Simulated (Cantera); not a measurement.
Feed: 1 mol SO₂, 5.7 mol O₂, held at 13.3 mbar.

Equilibrium computed with Cantera from the NASA thermochemical tables; the gas is ideal and each condensed phase is pure. Candidate condensed phases: S; 10 gas species. Rates play no part.

### Question
At 827 °C, list the 3 most abundant gas species with their mole fractions, and the condensed phases.

### Answer
O₂ 0.850, SO₂ 0.141, SO₃ 0.00932. Condensed: gas only.
